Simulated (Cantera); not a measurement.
**Premixed flame**

A freely propagating, adiabatic, planar premixed flame of C3H8 : O2 : N2 = 1 : 5.95 : 18.5 (molar parts), equivalence ratio 0.84, unburnt at 650 K and 1.01 bar; mixture-averaged transport, grid criteria slope 0.08 and curve 0.16, no radiation.

Computed with Cantera and GRI-Mech 3.0 (53 species, 325 reactions). GRI-Mech 3.0 was tuned for natural gas; its chemistry of propane as a main component is partial and can be far from experiment. Burning velocities carry a grid error of a few per cent, more on coarse grids.

```
z (mm)   T (K)  u (m/s)    x C3H8    x O2      x OH      x CO    x C2H4      x H2
-------  -----  -------  --------  ------  --------  --------  --------  --------
-0.692     650     2.09    0.0393   0.234     <1e-8   2.45e-6   3.17e-7  0.000715
-0.461     651     2.10    0.0392   0.233     <1e-8   3.09e-5   5.13e-6   0.00219
-0.346     654     2.11    0.0391   0.232   1.22e-8  0.000165   3.40e-5   0.00410
-0.231     680     2.21    0.0387   0.229   8.70e-7   0.00127  0.000349   0.00802
-0.115     944     3.14    0.0308   0.201   5.38e-5    0.0141   0.00516    0.0157
-0.0577   1333     4.58    0.0123   0.158  0.000636    0.0373    0.0108    0.0199
0         1736     6.11  0.000630   0.108   0.00369    0.0641   0.00505    0.0197
0.0577    1917     6.78   1.89e-6  0.0776   0.00855    0.0691  0.000411    0.0147
0.115     1970     6.96     <1e-8  0.0645    0.0114    0.0607   1.31e-5    0.0115
0.231     2024     7.10     <1e-8  0.0557    0.0133    0.0466   1.28e-8    0.0104
0.461     2097     7.31     <1e-8  0.0508    0.0140    0.0360     <1e-8    0.0102
0.922     2189     7.58     <1e-8  0.0477    0.0140    0.0304     <1e-8   0.00896
1.84      2289     7.87     <1e-8  0.0448    0.0131    0.0255     <1e-8   0.00698
```
x: mole fraction of selected species; z is measured from the peak of heat release.

```
Item                        Result
------------------------  --------
laminar burning velocity  209 cm/s
thermal thickness         0.231 mm
peak x(OH)                  0.0141
peak x(CO)                  0.0700
peak x(C2H4)                0.0109
peak x(H2)                  0.0207
```
